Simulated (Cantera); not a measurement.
Adiabatic ignition

An adiabatic, constant-pressure homogeneous reactor starts with 14.1 % H2, 18.0 % O2, 67.9 % N2, at 1748 K and 1.00 bar.

Computed with Cantera and the H2/O2 subset of GRI-Mech 3.0, which has no nitrogen chemistry.

```json
[
 {"t (s)": "3.00e-6", "T (K)": "1748", "x H2": "0.141", "x O2": "0.180", "x O": "3.29e-5", "x H2O2": "9.99e-8", "x H": "0.000104"},
 {"t (s)": "6.63e-6", "T (K)": "1761", "x H2": "0.0908", "x O2": "0.154", "x O": "0.00939", "x H2O2": "5.24e-7", "x H": "0.0235"},
 {"t (s)": "1.47e-5", "T (K)": "1920", "x H2": "0.0153", "x O2": "0.104", "x O": "0.0371", "x H2O2": "6.24e-7", "x H": "0.0368"},
 {"t (s)": "3.24e-5", "T (K)": "2117", "x H2": "0.0131", "x O2": "0.105", "x O": "0.0296", "x H2O2": "3.42e-7", "x H": "0.0231"},
 {"t (s)": "7.17e-5", "T (K)": "2318", "x H2": "0.00947", "x O2": "0.106", "x O": "0.0201", "x H2O2": "2.20e-7", "x H": "0.0115"},
 {"t (s)": "0.000158", "T (K)": "2483", "x H2": "0.00556", "x O2": "0.109", "x O": "0.0113", "x H2O2": "2.29e-7", "x H": "0.00445"},
 {"t (s)": "0.000350", "T (K)": "2559", "x H2": "0.00353", "x O2": "0.111", "x O": "0.00704", "x H2O2": "3.48e-7", "x H": "0.00212"},
 {"t (s)": "0.000775", "T (K)": "2566", "x H2": "0.00335", "x O2": "0.111", "x O": "0.00667", "x H2O2": "3.69e-7", "x H": "0.00194"},
 {"t (s)": "0.00171", "T (K)": "2566", "x H2": "0.00335", "x O2": "0.111", "x O": "0.00667", "x H2O2": "3.69e-7", "x H": "0.00194"},
 {"t (s)": "0.00379", "T (K)": "2566", "x H2": "0.00335", "x O2": "0.111", "x O": "0.00667", "x H2O2": "3.69e-7", "x H": "0.00194"},
 {"t (s)": "0.00837", "T (K)": "2566", "x H2": "0.00335", "x O2": "0.111", "x O": "0.00667", "x H2O2": "3.69e-7", "x H": "0.00194"},
 {"t (s)": "0.0185", "T (K)": "2566", "x H2": "0.00335", "x O2": "0.111", "x O": "0.00667", "x H2O2": "3.69e-7", "x H": "0.00194"},
 {"t (s)": "0.0409", "T (K)": "2566", "x H2": "0.00335", "x O2": "0.111", "x O": "0.00667", "x H2O2": "3.69e-7", "x H": "0.00194"},
 {"t (s)": "0.0905", "T (K)": "2566", "x H2": "0.00335", "x O2": "0.111", "x O": "0.00667", "x H2O2": "3.69e-7", "x H": "0.00194"},
 {"t (s)": "0.200", "T (K)": "2566", "x H2": "0.00335", "x O2": "0.111", "x O": "0.00667", "x H2O2": "3.69e-7", "x H": "0.00194"}
]
```
x: mole fraction; the columns are a selection and need not sum to one.

| Property | Result |
|---|---|
| time of steepest temperature rise | 7.99 µs |
| temperature at 0.200 s | 2566 K |
| equilibrium temperature | 2566 K |
| x(H2) at 0.200 s | 0.00335 (gas-phase equilibrium 0.00335) |
| x(O2) at 0.200 s | 0.111 (gas-phase equilibrium 0.111) |
| x(O) at 0.200 s | 0.00667 (gas-phase equilibrium 0.00667) |
